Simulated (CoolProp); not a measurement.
Properties of CH2F2 (R32) along the isobar 3.26 MPa (Tc = 78.1 °C, pc = 5.783 MPa, ω = 0.277).

Values from CoolProp's reference Helmholtz-energy equation of state, Tillner-Roth 1997.

| T (°C) | phase | speed of sound (m/s) | viscosity (µPa s) | Prandtl number |
|---|---|---|---|---|
| -98.85 | liquid | 1228 | ___ | ___ |
| -85.25 | liquid | 1158 | 525 | 3.77 |
| -71.65 | liquid | 1089 | ___ | 3.12 |
| -58.05 | liquid | 1020 | 338 | ___ |
| -44.45 | liquid | 950.8 | 279 | 2.33 |
| -30.95 | liquid | 881.7 | 233 | 2.09 |
| -17.35 | liquid | 811.2 | 196 | 1.90 |
| -3.75 | liquid | 739.0 | 165 | ___ |
| 9.85 | liquid | 664.3 | 140 | 1.66 |
| 23.45 | liquid | 585.0 | ___ | 1.61 |
| 36.95 | liquid | ___ | ___ | 1.61 |

Q: Complete the blanks.

A: 
- -98.85, viscosity (µPa s): 686
- -98.85, Prandtl number: 4.75
- -71.65, viscosity (µPa s): 417
- -58.05, Prandtl number: 2.66
- -3.75, Prandtl number: 1.76
- 23.45, viscosity (µPa s): 118
- 36.95, speed of sound (m/s): 498.1
- 36.95, viscosity (µPa s): 98.2

Viscosity comes from a separate model (Bell 2016), an estimate that may be off by 10 % or more. Thermal conductivity comes from a separate model (Huber 2003), an estimate that may be off by 10 % or more.
